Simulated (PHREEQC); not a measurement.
Make-up at 25 °C: 3.4 mol/kgw KOH and 0.21 mol/kgw NaCl. Closed to the air; pH follows from the charge balance.

Computed with PHREEQC (Pitzer model, pitzer.dat).

Precipitation was switched off in this run.

Q: Predict the pH, osmotic coefficient.

A: pH 14.83; osmotic coefficient 1.275.

In brines, pH and single-ion activities rest on the MacInnes convention.
